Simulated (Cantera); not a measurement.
A Cantera script and what it prints.

```python
import numpy as np
import cantera as ct

gas_names = """
    AL ALCL ALCL2 ALCL3 ALH ALN AL2 AL2CL6 CL CL2 H HCL H2 N NH NH2 NH3 N2 N2H2 N2H4
""".split()
cond_names = """
    AL(cr) AL(L) ALCL3(s) ALCL3(L) ALN(s) NH4CL(a) NH4CL(b)
""".split()


# ... load() reads the species with a 1 bar reference pressure and builds the phases ...
atoms = {
    'Al': {'AL': 1},
    'HCl': {'H': 1, 'CL': 1},
    'N2': {'N': 2},
}
top_T = {'ALN(s)': 2750}  # K; cautious upper limits of use, not melting points


# ... equilibrate(T, P, feed) seeds the gas with the atoms and calls Mixture.equilibrate('TP', solver="vcs", rtol=1e-11, max_steps=5000) ...
results = []
feed = {'Al': 1, 'HCl': 0.6, 'N2': 2.1}  # mol
T = 1150  # K
P = 4600  # Pa
mix = equilibrate(T, P, feed)
results.append((T, P, feed, dict(zip(mix.species_names, mix.species_moles))))
x = sorted(zip(gas.X, gas.species_names), reverse=True)
print(f"T = {T:g} K  P = {P:g} Pa  gas = {mix.phase_moles(0):.4g} mol")
print("   x: " + "  ".join(f"{s} {v:.3e}" for v, s in x if v > 0.0001))
print("   condensed (mol): " + ("  ".join(f"{mix.phase(i).name} {mix.phase_moles(i):.4g}"
      for i in range(1, mix.n_phases) if mix.phase_moles(i) > 1e-12) or "none"))
```

Output:

```
T = 1150 K  P = 4600 Pa  gas = 2.2 mol
   x: N2 7.635e-01  H2 1.086e-01  ALCL3 7.236e-02  HCL 5.556e-02
   condensed (mol): ALN(s) 0.8407
```

Method: chemical equilibrium by Gibbs-energy minimisation in Cantera with the NASA 1993 tables (ideal gas, pure condensed phases). The tables' values for AlCl2 are old estimates; treat these amounts as uncertain.
